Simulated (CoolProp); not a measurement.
Vapour-liquid equilibrium of R143a (1) + propane (2) at 256 K; x and y are mole fractions of (1).

The numbers come from the multi-fluid Helmholtz-energy mixture model, Lemmon and Jacobsen 2000 and Lemmon 2009; pair parameters Bell 2016 in CoolProp.

```csv
x,"bubble pressure, mixture model (bar)","bubble pressure, Raoult's law (bar)","y, mixture model","y, Raoult's law"
0.05,3.161,2.746,0.172,0.064
0.2,3.903,2.864,0.392,0.244
0.35,4.192,2.983,0.484,0.410
0.5,4.304,3.101,0.547,0.564
0.65,4.308,3.220,0.615,0.706
0.8,4.163,3.338,0.714,0.838
0.95,3.738,3.457,0.898,0.961
```

The largest gap from Raoult's law is +40.5 % in bubble pressure, at x = 0.35. y crosses x between x = 0.5 and 0.65: the model has an azeotrope there.

The pair parameters rest on a limited set of measurements; away from them the model extrapolates.
